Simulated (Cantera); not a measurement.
Feed: 1 mol CH3Cl, 0.12 mol CH4, 1.2 mol H2, 0.21 mol Si, equilibrated at 650 K.

Method: chemical equilibrium by Gibbs-energy minimisation in Cantera with the NASA 1993 tables (ideal gas, pure condensed phases). Candidate condensed phases: C, C6H6, C7H8, C8H18, Si, SiC; 109 gas species. Rates play no part.

Problem. At 3.20 mbar, list the 5 most abundant gas species with their mole fractions, and the condensed phases.

Solution. H2 0.823, SiCl4 0.0686, CH4 0.0563, HCl 0.0524, SiHCl3 8.74e-5. Condensed: C(graphite).
